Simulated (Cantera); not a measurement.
Feed: 1 mol BaF2, 0.032 mol HF, 1 mol N2, held at 1902 °C and 0.100 bar.

These are equilibrium values from Cantera (NASA tables, ideal gas, pure condensed phases), not measurements of a reactor. Candidate condensed phases: Ba, BaF2; 24 gas species. Equilibrium is a limit: real reactors are often held back by kinetics, nucleation or transport.

Base state: N2 0.492, BaF2 0.492, HF 0.0157, F 0.000244, BaF 0.000230, H 1.22e-5 (mole fractions); condensed: gas only.

Task: What changes in the equilibrium state with this change: pressure from 0.100 bar to 0.000260 bar?

Result: 
```csv
species,before,after
N2,0.492,0.490
BaF2,0.492,0.485
HF,0.0157,0.0154
F,0.000244,0.00473
BaF,0.000230,0.00449
H,1.22e-5,0.000236
```

Task: What changes in the equilibrium state with this change: temperature from 1902 °C to 725 °C?

Result: 
```csv
species,before,after
N2,0.492,0.969
HF,0.0157,0.0310
BaF2,0.492,<1e-9
F,0.000244,<1e-9
BaF,0.000230,<1e-9
"BaF2(s), mol",0,1.00
```
